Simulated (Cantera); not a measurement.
Predominance diagram of Cu at 1825 K against the partial pressures of O₂ and H₂O (log10, bar). Cantera with NASA thermochemical tables; ideal gases at 1 bar, condensed phases pure. Candidates: Cu(l), Cu₂O(l). Only these pure phases compete in this equilibrium. 

```
log p(H₂O) \ log p(O₂)
        columns: -14, -13.4, -12.8, -12.2, -11.6, -11, -10.3, -9.7, -9.1, -8.5, -7.9, -7.3, -6.7, -6.1, -5.5, -4.9, -4.3, -3.7, -3, -2.4, -1.8, -1.2, -0.6, 0
      0  A A A A A A B B B B B B B B B B B B B C C C C C
   -1.3  A A B B B B B B B B B B B B B B B B B C C C C C
   -2.7  B B B B B B B B B B B B B B B B B B B C C C C C
     -4  B B B B B B B B B B B B B B B B B B B C C C C C
   -5.3  B B B B B B B B B B B B B B B B B B B C C C C C
   -6.7  B B B B B B B B B B B B B B B B B B B C C C C C
     -8  B B B B B B B B B B B B B B B B B B B C C C C C
   -9.3  B B B B B B B B B B B B B B B B B B B C C C C C
  -10.7  B B B B B B B B B B B B B B B B B B B C C C C C
    -12  B B B B B B B B B B B B B B B B B B B C C C C C
```

A: out of reach (another gas would pass 10 bar, or a non-metal would condense); B: Cu(l); C: Cu₂O(l).
